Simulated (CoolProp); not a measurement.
Computed with CoolProp (reference Helmholtz-energy equation of state, Thol 2017).

Problem. For decamethyltetrasiloxane (MD2M), give the phase and the cv (kJ/(kg K)), Joule-Thomson coefficient (K/MPa), isothermal compressibility (1/MPa) at 326.85 °C and 4.29 MPa.

Solution. 
- 326.85 °C and 4.29 MPa: supercritical; cv 2.06, Joule-Thomson coefficient 0.498, isothermal compressibility 0.0309
